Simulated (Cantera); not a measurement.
An isothermal, constant-pressure homogeneous reactor starts with 21.3 % CH4, 78.7 % CO2, at 1498 K and 1.01 bar.

Model: GRI-Mech 3.0 (53 species, 325 reactions), integrated in Cantera.

One state of this run: x CH4 = 0.210; x CO2 = 0.787; x OH = 3.40e-9; x CH2 = 2.79e-9; x HCO = 4.73e-10; x H = 1.41e-7; x CO = 0.000137. x: mole fraction; the columns are a selection and need not sum to one.

**Question.** Which value of t (s) does it belong to?
(A) 0.000272
(B) 1.29
(C) 0.000633
(D) 0.00803

**Answer.** D, 0.00803
